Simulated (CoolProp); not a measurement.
Properties of oxygen along the isotherm 91.7 K.

Values from CoolProp's reference Helmholtz-energy equation of state, Schmidt 1985.

```json
[
 {"p (MPa)": "0.16", "phase": "liquid", "cp (kJ/(kg K))": "1.703", "speed of sound (m/s)": "892.1", "expansivity (1/kK)": "4.441", "viscosity (µPa s)": "187"},
 {"p (MPa)": "0.328", "phase": "liquid", "cp (kJ/(kg K))": "1.703", "speed of sound (m/s)": "892.9", "expansivity (1/kK)": "4.431", "viscosity (µPa s)": "188"},
 {"p (MPa)": "0.673", "phase": "liquid", "cp (kJ/(kg K))": "1.701", "speed of sound (m/s)": "894.6", "expansivity (1/kK)": "4.411", "viscosity (µPa s)": "188"},
 {"p (MPa)": "1.38", "phase": "liquid", "cp (kJ/(kg K))": "___", "speed of sound (m/s)": "898.2", "expansivity (1/kK)": "4.371", "viscosity (µPa s)": "190"},
 {"p (MPa)": "2.84", "phase": "liquid", "cp (kJ/(kg K))": "1.689", "speed of sound (m/s)": "___", "expansivity (1/kK)": "4.291", "viscosity (µPa s)": "192"},
 {"p (MPa)": "5.83", "phase": "liquid", "cp (kJ/(kg K))": "1.675", "speed of sound (m/s)": "___", "expansivity (1/kK)": "4.140", "viscosity (µPa s)": "198"},
 {"p (MPa)": "12", "phase": "liquid", "cp (kJ/(kg K))": "1.651", "speed of sound (m/s)": "946.3", "expansivity (1/kK)": "3.872", "viscosity (µPa s)": "210"},
 {"p (MPa)": "24.6", "phase": "liquid", "cp (kJ/(kg K))": "1.616", "speed of sound (m/s)": "995.5", "expansivity (1/kK)": "___", "viscosity (µPa s)": "233"},
 {"p (MPa)": "50.5", "phase": "liquid", "cp (kJ/(kg K))": "1.574", "speed of sound (m/s)": "1082", "expansivity (1/kK)": "2.899", "viscosity (µPa s)": "282"}
]
```

Task: Some entries are withheld; supply them.

Result: 
- 1.38, cp (kJ/(kg K)): 1.697
- 2.84, speed of sound (m/s): 905.3
- 5.83, speed of sound (m/s): 919.3
- 24.6, expansivity (1/kK): 3.456

Viscosity comes from a separate model (Lemmon 2004).
